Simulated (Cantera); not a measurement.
An isothermal, constant-pressure homogeneous reactor starts with C2H6 : H2 = 1 : 21 (molar parts), at 1723 K and 101000 Pa.

Detailed kinetics in Cantera: GRI-Mech 3.0 (53 species, 325 reactions). GRI-Mech 3.0 stops at C3 and has no aromatics, soot or wall deposition, so with more carbon than oxygen in the feed, carbon stays in small species such as C2H2 where larger ones or solid carbon would form.

One state of this run: x C2H6 = 8.53e-6; x H2 = 0.934; x H = 0.000168; x CH2 = 2.91e-8; x C2H = 2.33e-8. x: mole fraction; the columns are a selection and need not sum to one.

Which value of t (s) does it belong to?
A. 1.07
B. 0.00588
C. 0.115
D. 0.0548

B, 0.00588
